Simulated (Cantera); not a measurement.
Input (Python, Cantera) and output of one run.

```python
import numpy as np
import cantera as ct

gas_names = """
    C CH CH2 CH3 CH2OH CH3O CH4 CH3OH CO CO2 COOH C2 C2H CHCO,ketyl C2H2,acetylene C2H2,vinylidene
    CH2CO,ketene C2H3,vinyl CH3CO,acetyl C2H4 C2H4O,ethylen CH3CHO,ethanal CH3COOH (HCOOH)2 C2H5 C2H6
    CH3OCH3 C2H5OH C2O C3 C3H3,propargyl C3H4,allene C3H4,propyne C3H4,cyclo- C3H5,allyl C3H6,propylene
    C3H6,cyclo- C3H6O C3H7,n-propyl C3H7,i-propyl C3H8 C3H8O,1propanol C3H8O,2propanol C3O2 C4 C4H2
    C4H4,1,3-cyclo- C4H6,butadiene C4H6,2-butyne C4H6,cyclo- C4H8,1-butene C4H8,cis2-buten
    C4H8,tr2-butene C4H8,isobutene C4H8,cyclo- (CH3COOH)2 C4H9,n-butyl C4H9,i-butyl C4H9,s-butyl
    C4H9,t-butyl C4H10,isobutane C4H10,n-butane C5 C5H6,1,3cyclo- C5H8,cyclo- C5H10,1-pentene
    C5H10,cyclo- C5H11,pentyl C5H11,t-pentyl C5H12,n-pentane C5H12,i-pentane CH3C(CH3)2CH3 C6H2
    C6H5,phenyl C6H5O,phenoxy C6H6 C6H5OH,phenol C6H10,cyclo- C6H12,1-hexene C6H12,cyclo- C6H13,n-hexyl
    C7H7,benzyl C7H8 C7H8O,cresol C7H14,1-heptene C7H15,n-heptyl C7H16,n-heptane C8H8,styrene
    C8H10,ethylbenz C8H16,1-octene C8H17,n-octyl C8H18,isooctane C8H18,n-octane C9H19,n-nonyl
    C10H8,naphthale C10H21,n-decyl C12H9,o-bipheny C12H10,bipheny H HCO HO2 H2 HCHO,formaldehy HCOOH H2O
    H2O2 O OH O2 O3 Pb PbO Pb2
""".split()
cond_names = """
    C(gr) C6H6(L) C7H8(L) C8H18(L),n-octa H2O(s) H2O(L) Pb(cr) Pb(L) PbO(rd) PbO(yw) PbO(L) PbO2(s)
    Pb3O4(s)
""".split()


def load(file, names, dense=False):
    # The tables refer to 1 bar. Condensed volumes are neglected.
    table = {s.name: s for s in ct.Species.list_from_file(file)}
    out = []
    for n in names:
        d = dict(table[n].input_data)
        d["thermo"] = dict(d["thermo"], **{"reference-pressure": 1e5})
        if dense:
            d["equation-of-state"] = {"model": "constant-volume", "density": "1e6 g/cm^3"}
        out.append(ct.Species.from_dict(d))
    return out


gas = ct.Solution(thermo="ideal-gas", species=load("nasa_gas.yaml", gas_names))
cond = {s.name: ct.Solution(thermo="fixed-stoichiometry", species=[s], name=s.name)
        for s in load("nasa_condensed.yaml", cond_names, dense=True)}
atoms = {
    'Pb': {'Pb': 1},
    'CO': {'C': 1, 'O': 1},
    'H2': {'H': 2},
}
top_T = {'C(gr)': 4500, 'Pb3O4(s)': 820}  # K; cautious upper limits of use, not melting points


def equilibrate(T, P, feed):
    n = {}
    for name, mol in feed.items():
        for a, k in atoms[name].items():
            n[a] = n.get(a, 0.0) + k * mol
    gas.TPX = T, P, n
    mass = sum(n.values()) * gas.mean_molecular_weight
    gas.equilibrate("TP")
    valid = [c for c in cond.values() if c.min_temp <= T <= top_T.get(c.name, c.max_temp)]
    mix = ct.Mixture([(gas, mass / gas.mean_molecular_weight)] + [(c, 0.0) for c in valid])
    mix.T, mix.P = T, P
    mix.equilibrate("TP", solver="vcs", rtol=1e-11, max_steps=5000)
    return mix


results = []
feed = {'Pb': 1, 'CO': 1.8, 'H2': 0.14}  # mol
T = 1373  # K
for P in [10, 100, 1000, 10000, 100000, 1000000]:
    mix = equilibrate(T, P, feed)
    results.append((T, P, feed, dict(zip(mix.species_names, mix.species_moles))))
    x = sorted(zip(gas.X, gas.species_names), reverse=True)
    print(f"T = {T:g} K  P = {P:g} Pa  gas = {mix.phase_moles(0):.4g} mol")
    print("   x: " + "  ".join(f"{s} {v:.3e}" for v, s in x if v > 0.001))
    print("   condensed (mol): " + ("  ".join(f"{mix.phase(i).name} {mix.phase_moles(i):.4g}"
          for i in range(1, mix.n_phases) if mix.phase_moles(i) > 1e-12) or "none"))
```

It prints:

```
T = 1373 K  P = 10 Pa  gas = 2.94 mol
   x: CO 6.122e-01  Pb 3.401e-01  H2 4.758e-02
   condensed (mol): none
T = 1373 K  P = 100 Pa  gas = 2.94 mol
   x: CO 6.122e-01  Pb 3.401e-01  H2 4.761e-02
   condensed (mol): C(gr) 2.389e-06
T = 1373 K  P = 1000 Pa  gas = 2.94 mol
   x: CO 6.122e-01  Pb 3.401e-01  H2 4.762e-02
   condensed (mol): C(gr) 2.825e-05
T = 1373 K  P = 10000 Pa  gas = 2.073 mol
   x: CO 8.681e-01  H2 6.752e-02  Pb 6.415e-02
   condensed (mol): C(gr) 0.0004067  Pb(L) 0.867
T = 1373 K  P = 100000 Pa  gas = 1.948 mol
   x: CO 9.198e-01  H2 7.150e-02  Pb 6.415e-03  CO2 1.923e-03
   condensed (mol): C(gr) 0.004296  Pb(L) 0.9875
T = 1373 K  P = 1e+06 Pa  gas = 1.9 mol
   x: CO 9.072e-01  H2 7.022e-02  CO2 1.871e-02  H2O 2.982e-03
   condensed (mol): C(gr) 0.04073  Pb(L) 0.9988
```

Equilibrium computed with Cantera from the NASA thermochemical tables; the gas is ideal and each condensed phase is pure.
